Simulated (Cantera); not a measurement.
Input: 1 mol Si, a varied amount of H2O, 2.3 mol N2, held at 1827 °C and 0.0133 bar.

These are equilibrium values from Cantera (NASA tables, ideal gas, pure condensed phases), not measurements of a reactor. Candidate condensed phases: H2O, Si, SiO2, Si2N2O, Si3N4; 35 gas species. The tables' values for SiN are old estimates; treat these amounts as uncertain. The numbers say what is thermodynamically allowed, not how fast it happens.

Question: At 0.002 mol H2O, list the 6 most abundant gas species with their mole fractions, and the condensed phases.

Answer: N2 0.987, Si 0.0100, SiO 0.000859, H 0.000626, H2 0.000538, Si2N 0.000286. Condensed: Si(l).
